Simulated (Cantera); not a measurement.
What does this Cantera script print?

```python
import numpy as np
import cantera as ct

gas_names = [...]  # 45 gases of nasa_gas.yaml made of Cu, F, H, N, O
cond_names = """
    Cu(cr) Cu(L) CuF2(s) CuF2(L) CuO(s) CuO2H2(s) Cu2O(s) Cu2O(L) H2O(s) H2O(L)
""".split()


# ... load() reads the species with a 1 bar reference pressure and builds the phases ...
atoms = {
    'CuF2': {'Cu': 1, 'F': 2},
    'O2': {'O': 2},
    'N2': {'N': 2},
    'HF': {'H': 1, 'F': 1},
}
top_T = {'CuO(s)': 1390}  # K; cautious upper limits of use, not melting points


# ... equilibrate(T, P, feed) seeds the gas with the atoms and calls Mixture.equilibrate('TP', solver="vcs", rtol=1e-11, max_steps=5000) ...
results = []
feed = {'CuF2': 1, 'O2': 1.4, 'N2': 42, 'HF': 4.3}  # mol
P = 10000  # Pa
for T in [750, 850, 950, 1050, 1150, 1250, 1350, 1450, 1550, 1650, 1750, 1850, 1950, 2050]:
    mix = equilibrate(T, P, feed)
    results.append((T, P, feed, dict(zip(mix.species_names, mix.species_moles))))

top = {s: max(r[3][s] / sum(r[3][g] for g in gas_names) for r in results) for s in gas_names}
cols = sorted((s for s in top if top[s] > 1e-06), key=lambda s: -top[s])[:7]
seen = [c for c in cond_names if any(r[3].get(c, 0) > 1e-12 for r in results)]
print("log10 of partial pressures in bar; condensed amounts in mol")
print(f"{'T/K':>10s}" + "".join(f"{s[:9]:>10s}" for s in cols + seen))
for T, P, feed, n in results:
    ng = sum(n[g] for g in gas_names)
    print(f"{T:10.4g}" + "".join(f"{np.log10(max(n[s] / ng * P / 1e5, 1e-99)):10.3f}" for s in cols)
          + "".join(f"{n.get(c, 0):10.4g}" for c in seen))
```

Result:

```
log10 of partial pressures in bar; condensed amounts in mol
       T/K        N2        HF        O2      CuF2         F       CuF        NO   CuF2(s)   CuF2(L)
       750    -1.055    -2.045    -2.532    -9.400   -11.401   -14.975    -7.499         1         0
       850    -1.055    -2.045    -2.532    -7.275   -10.123   -11.375    -6.750         1         0
       950    -1.055    -2.045    -2.532    -5.618    -8.808    -8.858    -6.159    0.9989         0
      1050    -1.055    -2.045    -2.533    -4.294    -7.290    -7.290    -5.681    0.9757         0
      1150    -1.057    -2.047    -2.535    -3.308    -6.069    -6.069    -5.287         0    0.7638
      1250    -1.064    -2.054    -2.542    -2.689    -5.148    -5.148    -4.962         0         0
      1350    -1.064    -2.054    -2.543    -2.693    -4.628    -4.628    -4.679         0         0
      1450    -1.065    -2.054    -2.544    -2.702    -4.183    -4.183    -4.436         0         0
      1550    -1.065    -2.055    -2.547    -2.723    -3.802    -3.802    -4.225         0         0
      1650    -1.066    -2.056    -2.550    -2.766    -3.479    -3.479    -4.040         0         0
      1750    -1.067    -2.057    -2.555    -2.845    -3.213    -3.213    -3.877         0         0
      1850    -1.069    -2.058    -2.561    -2.979    -3.008    -3.008    -3.734         0         0
      1950    -1.071    -2.060    -2.569    -3.181    -2.864    -2.865    -3.606         0         0
      2050    -1.073    -2.061    -2.578    -3.451    -2.778    -2.780    -3.492         0         0
```

These are equilibrium values from Cantera (NASA tables, ideal gas, pure condensed phases), not measurements of a reactor.
